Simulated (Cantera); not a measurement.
Charge: 1 mol Si3H8, 9.3 mol H2, held at 1700 K and 0.00180 bar.

These are equilibrium values from Cantera (NASA tables, ideal gas, pure condensed phases), not measurements of a reactor. Candidate condensed phases: Si; 9 gas species. The feed counts by its element totals alone. Gases not in the tables: Si2H6 and higher silanes. Rates play no part.

Base state: H2 0.996, H 0.00347, Si 0.000377, SiH 2.47e-5, SiH2 1.41e-5 (mole fractions); condensed: Si(l).

What changes in the equilibrium state with this change: temperature from 1700 K to 1275 K?


```json
[
 {"species": "H2", "before": "0.996", "after": "1.000"},
 {"species": "H", "before": "0.00347", "after": "1.74e-5"},
 {"species": "SiH2", "before": "1.41e-5", "after": "4.94e-8"},
 {"species": "Si", "before": "0.000377", "after": "1.07e-8"},
 {"species": "SiH", "before": "2.47e-5", "after": "4.34e-9"},
 {"species": "Si(l), mol", "before": "2.99", "after": "0"},
 {"species": "Si(s), mol", "before": "0", "after": "3.00"}
]
```

What changes in the equilibrium state with this change: pressure from 0.00180 bar to 0.0560 bar?


```tsv
species	before	after
H2	0.996	0.999
H	0.00347	0.000622
SiH2	1.41e-5	1.42e-5
Si	0.000377	1.21e-5
SiH	2.47e-5	4.44e-6
Si(l), mol	2.99	3.00
```
